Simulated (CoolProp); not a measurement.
R1233zd(E) along the isobar 21.3 MPa: Z from the reference equation and from simpler models built on Tc = 165.7 °C, pc = 3.583 MPa, ω = 0.304; each cubic takes its own stable root.

The numbers come from the reference Helmholtz-energy equation of state, Akasaka 2022 in CoolProp.

| T (°C) | phase | reference |
|---|---|---|
| 87.95 | liquid | 0.7790 |
| 93.95 | liquid | 0.7745 |
| 99.85 | liquid | 0.7704 |
| 105.75 | liquid | 0.7668 |
| 111.65 | liquid | 0.7634 |
| 117.65 | liquid | 0.7604 |
| 123.55 | liquid | 0.7579 |
| 129.45 | liquid | 0.7556 |
| 135.35 | liquid | 0.7538 |
| 141.35 | liquid | 0.7522 |
| 147.25 | liquid | 0.7510 |
| 153.15 | liquid | 0.7502 |
| 159.05 | liquid | 0.7497 |
| 165.05 | liquid | 0.7495 |
| 170.95 | supercritical | 0.7497 |
| 176.85 | supercritical | 0.7503 |

Task: How far does each simpler model (Redlich-Kwong, Peng-Robinson) lie from the reference over these 16 states: mean and median of the absolute difference, and the worst?

Result: 
- Redlich-Kwong: mean 9.6 %, median 9.7 %, worst +10.8 % at 87.95 °C and 21.3 MPa
- Peng-Robinson: mean 3.0 %, median 3.1 %, worst -3.3 % at 93.95 °C and 21.3 MPa
